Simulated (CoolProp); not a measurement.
Properties of m-xylene along the isotherm 346.85 °C (Tc = 343.7 °C, pc = 35.35 bar, ω = 0.326).

The numbers come from the reference Helmholtz-energy equation of state, Zhou 2012 in CoolProp.

```tsv
p (bar)	phase	Z	cp (kJ/(kg K))	Joule-Thomson coefficient (K/MPa)
0.279	gas	0.9972	2.227	7.200
0.574	gas	0.9942	2.228	7.232
1.18	gas	0.9879	2.232	7.299
2.42	gas	0.9751	2.240	7.440
4.97	gas	0.9479	2.258	7.755
10.2	gas	0.8891	2.306	8.523
21	gas	0.7476	2.494	11.00
43	supercritical	0.2084	3.987	3.933
88.4	supercritical	0.3511	2.958	0.7556
```

The peak of cp marks the crossing from liquid-like to gas-like fluid above the critical point.
